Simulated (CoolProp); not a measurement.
The numbers come from the reference Helmholtz-energy equation of state, Bücker 2006 in CoolProp.

### Question
For isobutane, give the phase and the cp (kJ/(kg K)), speed of sound (m/s) at 427 K and 2.02 MPa; 427 K and 3.02 MPa; 427 K and 4.03 MPa.

### Answer
- 427 K and 2.02 MPa: gas; cp 2.53, speed of sound 214
- 427 K and 3.02 MPa: gas; cp 2.89, speed of sound 187
- 427 K and 4.03 MPa: supercritical; cp 4.17, speed of sound 154
